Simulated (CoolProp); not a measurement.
Values from CoolProp's reference Helmholtz-energy equation of state, Gao 2016.

### Question
For sulfur dioxide, give the phase and the density (kg/m³), cp (kJ/(kg K)), isothermal compressibility (1/MPa) at 124.65 °C and 2.28 MPa.

### Answer
- 124.65 °C and 2.28 MPa: gas; density 51.9, cp 0.909, isothermal compressibility 0.527
